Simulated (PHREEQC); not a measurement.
Consider water at 25 °C with 0.068 mol/kgw ZnCl2 and 0.00026 mol/kgw NaOH. Closed to the air; pH follows from the charge balance.

All values are PHREEQC results (ion-association model, wateq4f.dat), not measurements.

No solid was allowed to form.

Task: Order these Cl species by the share of Cl that they hold, largest first: Cl-, ZnCl3-, ZnCl2, ZnCl+, ZnOHCl.

Result: Cl- (94 %), ZnCl+ (5.0 %), ZnCl2 (0.67 %), ZnCl3- (0.15 %), ZnOHCl (0.13 %)

Task: Order these Zn species by the share of Zn that they hold, largest first: Zn+2, ZnCl2, ZnOHCl, ZnOH+, ZnCl+.

Result: Zn+2 (89 %), ZnCl+ (10 %), ZnCl2 (0.67 %), ZnOHCl (0.25 %), ZnOH+ (0.13 %)

The pH is 6.47 and the ionic strength 0.188 mol/kgw. Saturation is exceeded, for instance for Zn5(OH)8Cl2, Zincite(c) (slow to form); the values hold only as long as no solid forms. Complexes and solids missing from the database can't appear.
